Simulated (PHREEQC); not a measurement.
Consider water at 20 °C with 0.58 mmol/kgw CdCl2 and 18.6 mmol/kgw MnSO4. Closed to the air; pH follows from the charge balance.

Equilibrium calculation in PHREEQC: ion-association model, phreeqc.dat.

This is a speciation only: nothing precipitates in the calculation.

Problem. Predict the pH, density, specific conductance.

Solution. pH 6.54; density 1.001 g/cm³; specific conductance 2340 µS/cm.

Problem. In which forms is S present?

Solution. SO4-2 68 %, MnSO4 31 %, CdSO4 1.2 % of the S.
